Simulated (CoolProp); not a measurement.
Computed with CoolProp (reference Helmholtz-energy equation of state, Lemmon 2006). It is a short technical equation, of lower accuracy than the large ones.

### Question
For C3F8 (R218), give the phase and the cp (kJ/(kg K)), fugacity coefficient at 291.6 K and 12.2 bar.

### Answer
- 291.6 K and 12.2 bar: liquid; cp 1.13, fugacity coefficient 0.510
